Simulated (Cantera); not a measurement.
An isothermal, constant-pressure homogeneous reactor starts with N₂O : H₂O = 1 : 0.042 (molar parts), at 1450 K and 19.5 Torr. Integrator tolerance rtol = 1e-08.

Cantera simulation using GRI-Mech 3.0 (53 species, 325 reactions); the numbers are that mechanism's predictions, not measurements. GRI-Mech 3.0 was tuned for natural gas; its chemistry of N2O as a main component is partial and can be far from experiment. Radical loss at walls, strong at low pressure, is not modelled. The temperature is held fixed by assumption; the heat of reaction is taken as removed at once.

**Question.** What does this change do: temperature 1450 to 1348 K?

**Answer.** 
| quantity | before | after |
|---|---|---|
| x(N₂O) at 80.0 s | 3.12e-6 (gas-phase equilibrium 9.80e-9) | 4.97e-6 (gas-phase equilibrium 5.75e-9) |
| x(H₂O) at 80.0 s | 0.0272 (gas-phase equilibrium 0.0272) | 0.0272 (gas-phase equilibrium 0.0272) |
| x(N₂) at 80.0 s | 0.590 (gas-phase equilibrium 0.648) | 0.603 (gas-phase equilibrium 0.648) |
| x(H) at 80.0 s | 3.33e-8 (gas-phase equilibrium 3.14e-8) | 3.68e-9 (gas-phase equilibrium 3.51e-9) |
| x(NO) at 80.0 s | 0.117 (gas-phase equilibrium 0.00108) | 0.0905 (gas-phase equilibrium 0.000606) |
The mechanism lacks the step 2 NO + O2 → 2 NO2, which can matter for NO2 below about 1400 K.

**Question.** What does this change do: pressure from 19.5 Torr to 760 Torr?

**Answer.** 
```tsv
quantity	before	after
x(N₂O) at 80.0 s	3.12e-6 (gas-phase equilibrium 9.80e-9)	2.30e-6 (gas-phase equilibrium 6.12e-8)
x(H₂O) at 80.0 s	0.0272 (gas-phase equilibrium 0.0272)	0.0272 (gas-phase equilibrium 0.0272)
x(N₂) at 80.0 s	0.590 (gas-phase equilibrium 0.648)	0.603 (gas-phase equilibrium 0.648)
x(H) at 80.0 s	3.33e-8 (gas-phase equilibrium 3.14e-8)	2.09e-9 (gas-phase equilibrium 2.01e-9)
x(NO) at 80.0 s	0.117 (gas-phase equilibrium 0.00108)	0.0903 (gas-phase equilibrium 0.00108)
```

**Question.** What does this change do: temperature 1450 to 1225 K?

**Answer.** 
```tsv
quantity	before	after
x(N₂O) at 80.0 s	3.12e-6 (gas-phase equilibrium 9.80e-9)	0.0656 (gas-phase equilibrium 2.70e-9)
x(H₂O) at 80.0 s	0.0272 (gas-phase equilibrium 0.0272)	0.0281 (gas-phase equilibrium 0.0272)
x(N₂) at 80.0 s	0.590 (gas-phase equilibrium 0.648)	0.576 (gas-phase equilibrium 0.648)
x(H) at 80.0 s	3.33e-8 (gas-phase equilibrium 3.14e-8)	8.12e-9 (gas-phase equilibrium 1.55e-10)
x(NO) at 80.0 s	0.117 (gas-phase equilibrium 0.00108)	0.0569 (gas-phase equilibrium 0.000267)
```
The mechanism lacks the step 2 NO + O2 → 2 NO2, which can matter for NO2 below about 1400 K.
